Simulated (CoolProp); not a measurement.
Vinyl chloride along the isotherm 156.85 °C: density (kg/m³) from the reference equation and from simpler models built on Tc = 151.9 °C, pc = 5600 kPa, ω = 0.160; each cubic takes its own stable root.

The numbers come from the reference Helmholtz-energy equation of state, Thol 2022 in CoolProp.

| p (kPa) | phase | reference | ideal gas | van der Waals | Redlich-Kwong | Soave-Redlich-Kwong | Peng-Robinson |
|---|---|---|---|---|---|---|---|
| 2000 | gas | 39.89 | 34.96 | 39.45 | 40.09 | 40.07 | 40.67 |
| 4000 | gas | 98.33 | 69.92 | 94.95 | 98.54 | 98.32 | 101.7 |
| 6000 | supercritical | 311.0 | 104.9 | 312.4 | 314.3 | 290.9 | 310.3 |
| 8000 | supercritical | 567.0 | 139.8 | 407.5 | 481.1 | 477.6 | 527.2 |
| 10000 | supercritical | 611.2 | 174.8 | 440.3 | 530.7 | 528.3 | 585.2 |
| 12000 | supercritical | 639.3 | 209.8 | 462.2 | 563.9 | 561.9 | 623.6 |
| 14000 | supercritical | 660.2 | 244.7 | ___ | 589.5 | 587.8 | 652.9 |
| 16000 | supercritical | 677.2 | 279.7 | 492.3 | 610.5 | 608.9 | 676.8 |
| 18000 | supercritical | 691.5 | 314.7 | 503.8 | 628.3 | ___ | 697.1 |
| 20000 | supercritical | 703.9 | 349.6 | 513.7 | 644.0 | 642.7 | 714.8 |
| 22000 | supercritical | 715.0 | 384.6 | 522.5 | ___ | 656.7 | ___ |
| 24000 | supercritical | 724.9 | 419.5 | 530.3 | 670.4 | 669.3 | 744.6 |
| 26000 | supercritical | ___ | 454.5 | 537.5 | 681.9 | 680.8 | 757.5 |
| 28000 | supercritical | 742.3 | 489.5 | 544.0 | 692.4 | 691.4 | 769.2 |

**Question.** What belongs in the gaps?

**Answer.** 
- 14000, van der Waals: 478.8
- 18000, Soave-Redlich-Kwong: 626.9
- 22000, Redlich-Kwong: 657.9
- 22000, Peng-Robinson: 730.5
- 26000, reference: 734.0
